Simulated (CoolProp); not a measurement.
Vapour-liquid equilibrium of R125 (1) + n-butane (2) at 303.1 K; x and y are mole fractions of (1).

Computed with CoolProp (multi-fluid Helmholtz-energy mixture model, Lemmon 2005 and Bücker 2006; pair parameters Bell 2016).

```
x      bubble pressure (MPa)  y at the bubble point  dew pressure at overall composition x (MPa)  liquid density (mol/L)
-----  ---------------------  ---------------------  -------------------------------------------  ----------------------
0.05                  0.4833                  0.410                                       0.2983                   9.743
0.125                 0.7220                  0.607                                       0.3246                   9.716
0.2                   0.8984                    ___                                       0.3557                   9.683
0.275                  1.027                  0.733                                       0.3930                     ___
0.35                   1.122                  0.761                                       0.4388                   9.600
0.425                  1.194                  0.782                                       0.4963                   9.554
0.5                    1.252                  0.799                                       0.5703                   9.509
0.575                  1.305                    ___                                       0.6692                   9.469
0.65                   1.355                  0.834                                       0.8063                   9.438
0.725                  1.405                  0.855                                        1.002                   9.424
0.8                    1.455                  0.882                                        1.255                   9.436
0.875                    ___                  0.916                                        1.444                   9.481
0.95                   1.546                  0.961                                        1.537                   9.569
```

Task: Some entries are withheld; supply them.

Result: 
- 0.2, y at the bubble point: 0.689
- 0.275, liquid density (mol/L): 9.644
- 0.575, y at the bubble point: 0.816
- 0.875, bubble pressure (MPa): 1.503

No azeotrope shows between x = 0.05 and 0.95.

The pair parameters rest on a limited set of measurements; away from them the model extrapolates. With so large a gap from Raoult's law the liquid may split in two, which this calculation doesn't test in full.
